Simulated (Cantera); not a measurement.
An isothermal, constant-pressure homogeneous reactor starts with 15.3 % H₂, 84.7 % O₂, equivalence ratio 0.090, at 950 K and 0.0170 bar.

Cantera simulation using the H2/O2 subset of GRI-Mech 3.0, which has no nitrogen chemistry; the numbers are that mechanism's predictions, not measurements. Radical loss at walls, strong at low pressure, is not modelled. The temperature is held fixed by assumption; the heat of reaction is taken as removed at once.

One state of this run: x H₂ = 7.15e-7; x O₂ = 0.835; x H = 1.61e-8; x OH = 1.93e-5; x H₂O = 0.165; x HO₂ = 1.01e-7; x H₂O₂ = 3.84e-8. x: mole fraction; the columns are a selection and need not sum to one.

**Question.** Which value of t (s) does it belong to?
(A) 0.00277
(B) 0.652
(C) 0.000706
(D) 3.00e-6

**Answer.** B, 0.652
